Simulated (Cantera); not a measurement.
Feed: 1 mol Cr, 16 mol N2O, 3.8 mol H2, held at 0.225 Torr.

Method: chemical equilibrium by Gibbs-energy minimisation in Cantera with the NASA 1993 tables (ideal gas, pure condensed phases). Candidate condensed phases: Cr, CrN, Cr2N, Cr2O3, H2O; 29 gas species. Rates play no part.

log p: log10 of the partial pressure in bar; n: condensed amount in mol.

```
T (K)  log p N2  log p O2  log p H2O  log p OH  n Cr2O3(s)
-----  --------  --------  ---------  --------  ----------
1323      -3.72     -4.20      -4.34       ___       0.500
1373      -3.72     -4.20      -4.34       ___       0.500
1423      -3.72     -4.20      -4.34       ___       0.500
1473      -3.72     -4.20      -4.34       ___       0.500
1523      -3.72     -4.20      -4.35       ___       0.500
1573      -3.72     -4.20      -4.35       ___       0.500
1623      -3.72     -4.20      -4.35       ___       0.500
1673      -3.72     -4.20      -4.35       ___       0.499
1723      -3.72     -4.20      -4.35       ___       0.499
1773      -3.72     -4.20      -4.36       ___       0.497
```

What belongs in the gaps?


- 1323, log p OH: -7.42
- 1373, log p OH: -7.18
- 1423, log p OH: -6.97
- 1473, log p OH: -6.76
- 1523, log p OH: -6.57
- 1573, log p OH: -6.40
- 1623, log p OH: -6.23
- 1673, log p OH: -6.08
- 1723, log p OH: -5.93
- 1773, log p OH: -5.79
